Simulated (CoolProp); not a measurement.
Vapour-liquid equilibrium of n-pentane (1) + acetone (2) at 307.1 K; x and y are mole fractions of (1).

Computed with CoolProp (multi-fluid Helmholtz-energy mixture model, Thol 2019 and Lemmon 2006; pair parameters Bell 2016).

```
x      bubble pressure (MPa)  y at the bubble point  dew pressure at overall composition x (MPa)  liquid density (mol/L)
-----  ---------------------  ---------------------  -------------------------------------------  ----------------------
0.05                 0.06178                  0.304                                      0.04677                   12.96
0.125                0.07921                  0.486                                      0.05041                   12.43
0.2                  0.08987                  0.568                                      0.05464                   11.93
0.275                0.09632                  0.612                                      0.05959                     [?]
0.35                  0.1002                  0.640                                      0.06546                   11.04
0.425                 0.1026                  0.660                                      0.07249                     [?]
0.5                   0.1042                  0.676                                      0.08093                   10.28
0.575                 0.1053                  0.690                                      0.09093                   9.944
0.65                  0.1061                  0.708                                       0.1015                   9.633
0.725                 0.1064                  0.730                                       0.1064                   9.347
0.8                   0.1061                  0.764                                       0.1049                   9.084
0.875                 0.1043                  0.815                                       0.1014                   8.842
0.95                 0.09981                  0.903                                          [?]                   8.621
```

Fill in the missing entries.


- 0.275, liquid density (mol/L): 11.47
- 0.425, liquid density (mol/L): 10.65
- 0.95, dew pressure at overall composition x (MPa): 0.09714

y crosses x between x = 0.725 and 0.8: the model has an azeotrope there.

The pair parameters rest on a limited set of measurements; away from them the model extrapolates. With so large a gap from Raoult's law the liquid may split in two, which this calculation doesn't test in full.
